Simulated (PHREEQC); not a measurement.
**Nickel, zinc or cadmium bath: an equilibrium model**

A solution holds 0.0041 mol ZnCl2, 0.0052 mol KCl and 0.00013 mol HCl per kg of water, at 25 °C. Closed to the air; pH follows from the charge balance.

Model: ion-association model, phreeqc.dat, run in PHREEQC.

This is a speciation only: nothing precipitates in the calculation.

Question: What pH, specific conductance does the model give?

Answer: pH 3.93; specific conductance 1690 µS/cm.

Question: In which forms is Zn present?

Answer: Zn+2 98 %, ZnCl+ 2.1 % of the Zn.
